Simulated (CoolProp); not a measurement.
R1234yf along the isobar 9.46 bar: density (kg/m³) from the reference equation and from simpler models built on Tc = 367.8 K, pc = 33.84 bar, ω = 0.276; each cubic takes its own stable root.

Model: reference Helmholtz-energy equation of state, Lemmon 2022, in CoolProp.

```csv
T (K),phase,reference
195.9,liquid,1391
218.4,liquid,1333
240.9,liquid,1273
263.5,liquid,1209
286,liquid,1137
308.5,liquid,1053
331.1,gas,46.73
353.6,gas,41.86
376.1,gas,38.20
398.7,gas,35.28
```

How far does each simpler model (van der Waals, Redlich-Kwong, Soave-Redlich-Kwong, Peng-Robinson) lie from the reference over these 10 states: mean and median of the absolute difference, and the worst?


- van der Waals: mean 36.4 %, median 41.1 %, worst -95.3 % at 308.5 K and 9.46 bar
- Redlich-Kwong: mean 17.0 %, median 13.4 %, worst -95.1 % at 308.5 K and 9.46 bar
- Soave-Redlich-Kwong: mean 7.1 %, median 10.6 %, worst -13.6 % at 308.5 K and 9.46 bar
- Peng-Robinson: mean 0.7 %, median 0.7 %, worst -1.9 % at 308.5 K and 9.46 bar

At some of these states van der Waals, Redlich-Kwong gives the other phase, because its saturation line lies elsewhere.
